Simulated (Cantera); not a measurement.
An isothermal, constant-pressure homogeneous reactor starts with H₂ : O₂ : N₂ = 1.3 : 1 : 2.4 (molar parts), at 1250 K and 0.158 atm.

Computed with Cantera and GRI-Mech 3.0 (53 species, 325 reactions). The temperature is held fixed by assumption; the heat of reaction is taken as removed at once.

x: mole fraction; the columns are a selection and need not sum to one.

```tsv
t (s)	x H₂	x O₂	x H₂O₂	x NO₂	x N₂O	x HO₂
6.00e-5	0.277	0.213	1.52e-9	<1e-12	<1e-12	1.98e-7
0.000143	0.243	0.199	2.96e-7	<1e-12	3.67e-10	1.56e-5
0.000340	0.0262	0.0984	2.16e-6	3.42e-10	…	2.13e-5
0.000811	0.00988	0.0891	2.88e-6	1.27e-9	…	2.11e-5
0.00193	0.00173	0.0865	1.86e-6	7.46e-9	…	1.45e-5
0.00460	0.000238	0.0863	6.72e-7	3.52e-8	…	4.77e-6
0.0110	3.98e-5	0.0864	2.20e-7	6.70e-8	5.45e-8	1.10e-6
0.0261	8.94e-6	0.0864	7.62e-8	6.99e-8	5.67e-8	2.90e-7
0.0621	2.58e-6	0.0864	2.85e-8	5.32e-8	5.77e-8	9.26e-8
0.148	8.81e-7	0.0864	1.13e-8	3.70e-8	5.74e-8	3.55e-8
0.353	3.41e-7	0.0864	4.79e-9	2.95e-8	5.48e-8	1.80e-8
0.840	1.57e-7	0.0864	2.30e-9	3.19e-8	…	1.36e-8
2.00	1.03e-7	0.0864	1.51e-9	3.90e-8	…	1.32e-8
```

Problem. What belongs in the gaps?

Solution. 
- 0.000340, x N₂O: 1.51e-8
- 0.000811, x N₂O: 2.52e-8
- 0.00193, x N₂O: 4.02e-8
- 0.00460, x N₂O: 5.00e-8
- 0.840, x N₂O: 4.80e-8
- 2.00, x N₂O: 3.44e-8
